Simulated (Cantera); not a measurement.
Dilute partial oxidation

A perfectly stirred reactor is fed with 1.54 % CH₄, 2.12 % O₂, 96.3 % N₂, at 9.90 bar; it is held at 1525 K, and followed from long to short residence time.

Cantera simulation using GRI-Mech 3.0 (53 species, 325 reactions); the numbers are that mechanism's predictions, not measurements. The temperature is held fixed by assumption; the heat of reaction is taken as removed at once.

```
τ (s)     x CH₄      x O₂    x C₂H₄    x C₂H₂     x OH    x HO₂
------  -------  --------  --------  --------  -------  -------
7.0     0.00133   5.71e-5   1.18e-5  0.000430  8.17e-8  1.05e-8
2.2     0.00168  0.000156   2.07e-5  0.000459  1.11e-7  3.05e-8
0.72    0.00188  0.000353   3.75e-5  0.000438  1.63e-7  7.87e-8
0.23    0.00196  0.000706   6.71e-5  0.000401  2.65e-7  1.95e-7
0.075   0.00202   0.00128  0.000112  0.000359  4.61e-7  4.56e-7
0.024   0.00222   0.00229  0.000180  0.000313  8.40e-7  1.03e-6
0.0077  0.00276   0.00409  0.000284  0.000270  1.49e-6  2.20e-6
```
x: mole fraction; the columns are a selection and need not sum to one.
